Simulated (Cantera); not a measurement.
An adiabatic, constant-volume homogeneous reactor starts with 5.38 % CH4, 19.9 % O2, 74.7 % N2, at 1025 K and 1000000 Pa.

Computed with Cantera and GRI-Mech 3.0 (53 species, 325 reactions).

Q: Predict: time of steepest temperature rise; temperature at 0.600 s; equilibrium temperature; x(O2) at 0.600 s; x(CO2) at 0.600 s; x(O) at 0.600 s; x(H2) at 0.600 s.

A: 
| Quantity | Value |
|---|---|
| time of steepest temperature rise | 44.5 ms |
| temperature at 0.600 s | 2400 K |
| equilibrium temperature | 2400 K |
| x(O2) at 0.600 s | 0.0846 (gas-phase equilibrium 0.0846) |
| x(CO2) at 0.600 s | 0.0529 (gas-phase equilibrium 0.0529) |
| x(O) at 0.600 s | 0.000525 (gas-phase equilibrium 0.000525) |
| x(H2) at 0.600 s | 0.000270 (gas-phase equilibrium 0.000270) |
